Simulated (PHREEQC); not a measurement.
NaOH is added in steps, without added water, to 1 kg of water holding 0.9 mmol/kgw H2SeO3 and 160 mmol/kgw HCl, at 25 °C. No oxygen is let in. No CO2 enters from the air. Only these solids could form: Halite.

Base run: PHREEQC, ion-association model, wateq4f.dat. Each further column changes one thing. The table gives pH.

```csv
NaOH added (mol),base,Debye-Hückel limiting law,Davies equation for every ion,all activity coefficients set to 1,metal-ligand complexes left out
0,0.89,1.00,0.92,[?],0.89
0.0255,0.96,1.08,0.99,0.87,0.96
0.0595,1.09,1.20,1.12,1.00,1.09
0.085,1.22,[?],1.25,1.13,1.22
0.1105,1.40,1.51,1.43,1.31,1.40
0.1445,1.90,[?],1.93,1.81,1.90
0.17,11.77,[?],11.79,11.91,11.77
```

**Question.** Complete the blanks.

**Answer.** 
- 0, all activity coefficients set to 1: 0.80
- 0.085, Debye-Hückel limiting law: 1.33
- 0.1445, Debye-Hückel limiting law: 2.01
- 0.17, Debye-Hückel limiting law: 11.70
